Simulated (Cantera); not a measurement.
Mixture: CH4 : C2H6 : C3H8 : O2 : N2 = 1 : 0.044 : 0.13 : 2.16 : 8.11 (molar parts), at 26.0 bar, adiabatic and at constant pressure. Ignition delay is the time to a rise of 400 K.

Cantera simulation using GRI-Mech 3.0 (53 species, 325 reactions); the numbers are that mechanism's predictions, not measurements. GRI-Mech 3.0 was tuned for natural gas; its chemistry of propane as a main component is partial and can be far from experiment. The pressure lies above the range GRI-Mech 3.0 was tuned for (to about 10 atm).

Task: What does this change do: C3H8 0.13 to 0.34 parts?

Result: 
```json
[
 {"quantity": "delay at 1150 K", "before": "1.32 ms", "after": "1.50 ms"},
 {"quantity": "delay at 1300 K", "before": "0.208 ms", "after": "0.197 ms"},
 {"quantity": "delay at 1450 K", "before": "37.7 µs", "after": "30.4 µs"},
 {"quantity": "delay at 1600 K", "before": "9.20 µs", "after": "6.99 µs"},
 {"quantity": "apparent activation energy between 1525 and 1675 K", "before": "180 kJ/mol", "after": "180 kJ/mol"}
]
```
